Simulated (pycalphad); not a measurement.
All values are pycalphad results on the COST 507 light-alloy database (1999) (1 atm), not direct measurements. These are 1990s assessments: newer ones move some temperatures and phases. Diffusion is slow at the low end, where real alloys seldom reach equilibrium.

Molar enthalpy of Si-33.23Ti (wt.%) in equilibrium (SER reference):

```
T (K)  H (kJ/mol)                phases
-----  ----------  --------------------
2600        70.74                liquid
2500        67.58                liquid
2400        64.43                liquid
2300        61.28                liquid
2200        58.13                liquid
2100        54.98                liquid
2000        51.83                liquid
1900        48.68                liquid
1800        45.54                liquid
1700        42.42                liquid
1600        -4.09  SI2TI + diamond (Si)
1500        -7.18  SI2TI + diamond (Si)
1400       -10.21  SI2TI + diamond (Si)
1300       -13.19  SI2TI + diamond (Si)
1200       -16.11  SI2TI + diamond (Si)
1100       -18.97  SI2TI + diamond (Si)
1000       -21.78  SI2TI + diamond (Si)
900        -24.53  SI2TI + diamond (Si)
800        -27.22  SI2TI + diamond (Si)
700        -29.85  SI2TI + diamond (Si)
600        -32.42  SI2TI + diamond (Si)
500        -34.90  SI2TI + diamond (Si)
```

Cooling from 1700 K to 1600 K, across the freezing range, releases 46.5 kJ/mol, or 1430 J/g. The slope is 31 J/(mol K) in the liquid and 31 J/(mol K) just below the solidus, where it includes any heat of precipitation. Liquidus 1665 K, solidus 1604 K. Changes were sought between steps of 100 K, so a narrower field can be missed.

Database names, with the compositions (at.%) that they take in these runs: SI2TI: Si 67 Ti 33.
